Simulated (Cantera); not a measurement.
Charge: 1 mol Si, a varied amount of CO2, 410 mol H2, at 1175 K and 0.860 bar.

These are equilibrium values from Cantera (NASA tables, ideal gas, pure condensed phases), not measurements of a reactor. Candidate condensed phases: C, C6H6, C7H8, C8H18, H2O, Si, SiC, SiO2; 123 gas species. Mutual solubility and eutectic melting of coexisting phases are not modelled. The tables hold silica as quartz up to 1696 K and as liquid above; real silica turns to tridymite and cristobalite and melts near 1996 K. Rates play no part.

log p: log10 of the partial pressure in bar; n: condensed amount in mol.

| n(CO2) (mol) | log p H2 | log p CO | log p CH4 | log p H2O | log p CO2 | log p SiH4 | n Si(s) | n SiC(s) | n SiO2(β-quartz) |
|---|---|---|---|---|---|---|---|---|---|
| 0.16 | -0.07 | -8.81 | -4.69 | -7.49 | <-12 | -6.34 | 0.689 | ___ | 0.160 |
| 0.2 | -0.07 | -8.81 | -4.69 | -7.49 | <-12 | -6.34 | 0.609 | ___ | 0.200 |
| 0.25 | -0.07 | -8.81 | -4.69 | -7.49 | <-12 | -6.34 | 0.509 | ___ | 0.250 |
| 0.31 | -0.07 | -8.81 | -4.69 | -7.49 | <-12 | -6.34 | 0.389 | ___ | 0.310 |
| 0.39 | -0.07 | -8.81 | -4.69 | -7.49 | <-12 | -6.34 | 0.229 | ___ | 0.390 |
| 0.48 | -0.07 | -8.81 | -4.69 | -7.49 | <-12 | -6.34 | 0.0495 | ___ | 0.480 |
| 0.6 | -0.07 | -6.84 | -3.38 | -6.83 | <-12 | -7.65 | 0 | ___ | 0.600 |
| 0.74 | -0.07 | -6.26 | -3.00 | -6.64 | <-12 | -8.03 | 0 | ___ | 0.740 |
| 0.92 | -0.07 | -5.90 | -2.75 | -6.52 | <-12 | -8.28 | 0 | ___ | 0.920 |
| 1.1 | -0.07 | -3.46 | -2.71 | -4.13 | -7.63 | <-12 | 0 | 0 | 1.00 |
| 1.4 | -0.07 | -2.88 | -2.79 | -3.46 | -6.38 | <-12 | 0 | 0 | 1.00 |
| 1.8 | -0.07 | -2.60 | -2.90 | -3.08 | -5.72 | <-12 | 0 | 0 | 1.00 |

Task: Fill in the missing entries.

Result: 
- 0.16, n SiC(s): 0.150
- 0.2, n SiC(s): 0.190
- 0.25, n SiC(s): 0.240
- 0.31, n SiC(s): 0.300
- 0.39, n SiC(s): 0.380
- 0.48, n SiC(s): 0.470
- 0.6, n SiC(s): 0.400
- 0.74, n SiC(s): 0.260
- 0.92, n SiC(s): 0.0804
